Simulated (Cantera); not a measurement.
An isothermal, constant-pressure homogeneous reactor starts with C2H4 : H2 = 1 : 1.5 (molar parts), at 1925 K and 0.450 Torr. Integrator tolerance rtol = 1e-08.

Detailed kinetics in Cantera: GRI-Mech 3.0 (53 species, 325 reactions). GRI-Mech 3.0 was tuned for natural gas; its chemistry of ethylene as a main component is partial and can be far from experiment. GRI-Mech 3.0 stops at C3 and has no aromatics, soot or wall deposition, so with more carbon than oxygen in the feed, carbon stays in small species such as C2H2 where larger ones or solid carbon would form. Radical loss at walls, strong at low pressure, is not modelled.

Task: What does this change do: temperature 1925 to 1275 K?

Result: 
```csv
quantity,before,after
x(C2H4) at 20.0 s,1.42e-6 (gas-phase equilibrium 1.20e-6),0.378 (gas-phase equilibrium 0.000485)
x(H2) at 20.0 s,0.690 (gas-phase equilibrium 0.686),0.606 (gas-phase equilibrium 0.712)
x(CH3) at 20.0 s,6.53e-6 (gas-phase equilibrium 4.14e-6),9.98e-10 (gas-phase equilibrium 1.99e-6)
x(CH4) at 20.0 s,8.12e-6 (gas-phase equilibrium 4.39e-6),1.59e-6 (gas-phase equilibrium 0.00284)
x(C2H6) at 20.0 s,1.04e-12 (gas-phase equilibrium <1e-12),8.01e-7 (gas-phase equilibrium 1.35e-8)
x(C2H2) at 20.0 s,0.282 (gas-phase equilibrium 0.281),0.0155 (gas-phase equilibrium 0.285)
x(CH2) at 20.0 s,3.25e-7 (gas-phase equilibrium 2.43e-7),3.67e-12 (gas-phase equilibrium 4.17e-11)
```
